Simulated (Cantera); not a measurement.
A closed system holds: 1 mol Si₃N₄, 48 mol Cl₂, 16 mol H₂, held at 1525 K and 0.170 bar.

Equilibrium computed with Cantera from the NASA thermochemical tables; the gas is ideal and each condensed phase is pure. Candidate condensed phases: NH₄Cl, Si, Si₃N₄; 28 gas species. Kinetics and transport are ignored.

Base state: HCl 0.483, Cl₂ 0.343, Cl 0.0980, SiCl₄ 0.0453, N₂ 0.0302 (mole fractions); condensed: gas only.

Question: What changes in the equilibrium state with this change: pressure from 0.170 bar to 22.0 mbar?

Answer: 
```tsv
species	before	after
HCl	0.483	0.449
Cl₂	0.343	0.249
Cl	0.0980	0.232
SiCl₄	0.0453	0.0421
N₂	0.0302	0.0281
SiCl₃	8.16e-6	2.48e-5
```
The tables' values for SiCl₃ are old estimates; treat these amounts as uncertain.
